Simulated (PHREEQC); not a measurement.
A solution holds 140 mmol/kgw FeCl3, 1.1 mmol/kgw MgSO4, 110 mmol/kgw H2SO4 and 2.1 mmol/kgw Na2SO4, at 25 °C. Closed to the air; pH follows from the charge balance.

Equilibrium calculation in PHREEQC: ion-association model, phreeqc.dat.

```tsv
quantity	before	after
pH	0.92	0.67
ionic strength (mol/kgw)	0.530	0.664
Cl- (mol/kgw)	0.352	0.474
FeCl+2 (mol/kgw)	0.0412	0.0478
FeSO4+ (mol/kgw)	0.0394	0.0266
HSO4- (mol/kgw)	0.0311	0.0437
SI of Goethite (FeOOH)	+0.84	+0.01
SI of Hematite (Fe2O3)	+3.69	+2.03
```

**Question.** Name the change that produced these shifts.
A) Na2SO4 from 0.0021 to 0.0042 mol/kgw
B) 0.14 mol/kgw HCl added
C) H2SO4 from 0.11 to 0.22 mol/kgw
D) FeCl3 from 0.14 to 0.126 mol/kgw

**Answer.** B, 0.14 mol/kgw HCl added

No solid was allowed to form. Some of these states are supersaturated (in Hematite (slow to form), Goethite (slow to form), for instance).
